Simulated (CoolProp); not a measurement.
Vapour-liquid equilibrium of R22 (1) + c-C4F8 (RC318) (2) at 262 K; x and y are mole fractions of (1).

The numbers come from the multi-fluid Helmholtz-energy mixture model, Kamei 1995 and Platzer 1990; pair parameters Bell 2016 in CoolProp. This equation is an older, rougher fit; its heat capacities, sound speeds and derivatives of the liquid may be far off and weren't checked against measurements.

```tsv
x	bubble pressure, mixture model (bar)	bubble pressure, Raoult's law (bar)	y, mixture model	y, Raoult's law
0.05	0.9015	0.9433	0.143	0.181
0.125	1.125	1.138	0.376	0.374
0.2	1.440	1.332	0.562	0.511
0.275	1.802	1.527	0.688	0.614
0.35	2.158	1.721	0.767	0.693
0.425	2.466	1.915	0.816	0.756
0.5	2.710	2.110	0.849	0.807
0.575	2.889	2.304	0.870	0.850
0.65	3.019	2.499	0.886	0.886
0.725	3.117	2.693	0.900	0.917
0.8	3.203	2.887	0.914	0.944
0.875	3.286	3.082	0.934	0.967
0.95	3.366	3.276	0.966	0.988
```

The largest gap from Raoult's law is +28.8 % in bubble pressure, at x = 0.425. No azeotrope shows between x = 0.05 and 0.95.

Pair parameters are fitted to limited data, so mixtures are less certain than the pure fluids. The gap from Raoult's law changes sign with composition, which may be real or a fault of the pair parameters; it wasn't checked against measurements.
